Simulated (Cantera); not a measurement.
Charge: 1 mol Fe2O3, 3.2 mol H2, 21 mol N2, at 0.00390 bar.

Cantera equilibrium calculation (NASA polynomials, part measured and part estimated; ideal gas, pure solids and liquids). Candidate condensed phases: Fe, FeO, Fe(OH)2, Fe(OH)3, Fe2O3, Fe3O4, H2O; 27 gas species. The tables' stoichiometric FeO is somewhat more stable than real wüstite, so its field is too wide. FeO: taken at fixed stoichiometry. Kinetics and transport are ignored.

At 952 °C, list the 3 most abundant gas species with their mole fractions, and the condensed phases.

N2 0.868, H2 0.0909, H2O 0.0413. Condensed: FeO(s).
